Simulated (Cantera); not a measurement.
An adiabatic, constant-pressure homogeneous reactor starts with 5.46 % CH4, 14.3 % O2, 80.2 % N2, equivalence ratio 0.76, at 1750 K and 660 Torr.

Model: GRI-Mech 3.0 (53 species, 325 reactions), integrated in Cantera.

x: mole fraction; the columns are a selection and need not sum to one.

```json
[
 {"t (s)": "3.00e-6", "T (K)": "1750", "x CH4": "0.0545", "x O2": "0.143", "x H2": "1.60e-6", "x N2O": "1.15e-11", "x C2H6": "2.97e-10", "x O": "…", "x HCN": "<1e-12"},
 {"t (s)": "1.15e-5", "T (K)": "1750", "x CH4": "0.0545", "x O2": "0.143", "x H2": "7.20e-6", "x N2O": "9.89e-11", "x C2H6": "2.45e-8", "x O": "…", "x HCN": "<1e-12"},
 {"t (s)": "4.38e-5", "T (K)": "1750", "x CH4": "0.0543", "x O2": "0.143", "x H2": "4.09e-5", "x N2O": "1.02e-9", "x C2H6": "2.00e-6", "x O": "…", "x HCN": "<1e-12"},
 {"t (s)": "0.000168", "T (K)": "1773", "x CH4": "0.0465", "x O2": "0.138", "x H2": "0.00263", "x N2O": "1.84e-8", "x C2H6": "0.000353", "x O": "…", "x HCN": "8.34e-10"},
 {"t (s)": "0.000641", "T (K)": "2547", "x CH4": "<1e-12", "x O2": "0.0392", "x H2": "0.00670", "x N2O": "3.58e-7", "x C2H6": "<1e-12", "x O": "…", "x HCN": "1.93e-11"},
 {"t (s)": "0.00245", "T (K)": "2609", "x CH4": "<1e-12", "x O2": "0.0366", "x H2": "0.00521", "x N2O": "5.05e-7", "x C2H6": "<1e-12", "x O": "0.00500", "x HCN": "4.91e-11"},
 {"t (s)": "0.00936", "T (K)": "2602", "x CH4": "<1e-12", "x O2": "0.0341", "x H2": "0.00523", "x N2O": "5.46e-7", "x C2H6": "<1e-12", "x O": "0.00465", "x HCN": "8.25e-11"},
 {"t (s)": "0.0358", "T (K)": "2600", "x CH4": "<1e-12", "x O2": "0.0334", "x H2": "0.00523", "x N2O": "5.64e-7", "x C2H6": "<1e-12", "x O": "0.00455", "x HCN": "9.18e-11"},
 {"t (s)": "0.137", "T (K)": "2600", "x CH4": "<1e-12", "x O2": "0.0334", "x H2": "0.00523", "x N2O": "5.64e-7", "x C2H6": "<1e-12", "x O": "0.00455", "x HCN": "9.19e-11"},
 {"t (s)": "0.523", "T (K)": "2600", "x CH4": "<1e-12", "x O2": "0.0334", "x H2": "0.00523", "x N2O": "5.64e-7", "x C2H6": "<1e-12", "x O": "0.00455", "x HCN": "9.19e-11"},
 {"t (s)": "2.00", "T (K)": "2600", "x CH4": "<1e-12", "x O2": "0.0334", "x H2": "0.00523", "x N2O": "5.64e-7", "x C2H6": "<1e-12", "x O": "0.00455", "x HCN": "9.19e-11"}
]
```

Question: Fill in the missing entries.

Answer: 
- 3.00e-6, x O: 2.08e-7
- 1.15e-5, x O: 3.04e-7
- 4.38e-5, x O: 8.65e-7
- 0.000168, x O: 2.36e-5
- 0.000641, x O: 0.00710
